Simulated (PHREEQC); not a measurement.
A solution holds 9.1e-05 mol/kgw CaSO4, 2e-05 mol/kgw CO2 and 0.0013 mol/kgw KCl, at 25 °C. Closed to the air; pH follows from the charge balance.

All values are PHREEQC results (ion-association model, wateq4f.dat), not measurements.

Each row changes one thing in this solution. This is a speciation only: nothing precipitates in the calculation.

```
case                                                pH  ionic strength (mol/kgw)  CO2 (mol/kgw)  HCO3- (mol/kgw)  KSO4- (mol/kgw)  HSO4- (mol/kgw)
------------------------------------------------  ----  ------------------------  -------------  ---------------  ---------------  ---------------
as made                                           5.56                   0.00166        1.71e-5          2.89e-6          6.80e-7          2.09e-8
diluted 10-fold with water                        6.12                  0.000167        1.25e-6          7.50e-7          7.81e-9         6.35e-10
temperature from 25 to 45 °C                      5.53                   0.00166     (withheld)          3.09e-6          9.31e-7       (withheld)
CaSO4 replaced by Fe2(SO4)3 at the same molality  3.61                   0.00218        2.00e-5          3.79e-8       (withheld)          5.34e-6
temperature from 25 to 30 °C                      5.55                   0.00166        1.70e-5          2.96e-6          7.39e-7          2.39e-8
KCl from 0.0013 to 0.0026 mol/kgw                 5.56                (withheld)        1.71e-5          2.92e-6          1.28e-6          1.99e-8
```

Problem. Some entries are withheld; supply them.

Solution. 
- temperature from 25 to 45 °C, CO2 (mol/kgw): 1.69e-5
- temperature from 25 to 45 °C, HSO4- (mol/kgw): 3.53e-8
- CaSO4 replaced by Fe2(SO4)3 at the same molality, KSO4- (mol/kgw): 1.93e-6
- KCl from 0.0013 to 0.0026 mol/kgw, ionic strength (mol/kgw): 0.00296

Species that the database lacks are ignored. Some of these states are supersaturated (in Jarosite-K, Fe(OH)3(a), for instance). Away from 25 °C the constants follow the database's enthalpies or fits; those with neither stay at their 25 °C values.
